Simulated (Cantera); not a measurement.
A perfectly stirred reactor is fed with NH₃ : H₂ = 1 : 0.14 (molar parts), at 82.5 Torr; it is held at 2248 K, and followed from long to short residence time.

Cantera simulation using the gas-phase N/H chemistry of the illustrative SiF4/NH3 mechanism in the Surface Chemkin manual (1991); the numbers are that mechanism's predictions, not measurements. Walls and surfaces, which speed up NH3 decomposition in real reactors, are not modelled.

Problem. Predict: x(NH₃) at τ = 0.350 s; x(H₂) at τ = 0.350 s; x(NH) at τ = 0.350 s; x(H) at τ = 0.350 s; x(N₂H₂) at τ = 0.350 s; x(NH₃) at τ = 26.0 ms; x(H₂) at τ = 26.0 ms; x(NH) at τ = 26.0 ms; x(H) at τ = 26.0 ms; x(N₂H₂) at τ = 26.0 ms.

Solution. 
```
Quantity                  Result
----------------------  --------
x(NH₃) at τ = 0.350 s     0.0432
x(H₂) at τ = 0.350 s       0.732
x(NH) at τ = 0.350 s     3.39e-5
x(H) at τ = 0.350 s      0.00244
x(N₂H₂) at τ = 0.350 s   5.90e-7
x(NH₃) at τ = 26.0 ms      0.376
x(H₂) at τ = 26.0 ms       0.489
x(NH) at τ = 26.0 ms     6.29e-5
x(H) at τ = 26.0 ms     0.000800
x(N₂H₂) at τ = 26.0 ms   6.80e-6
```
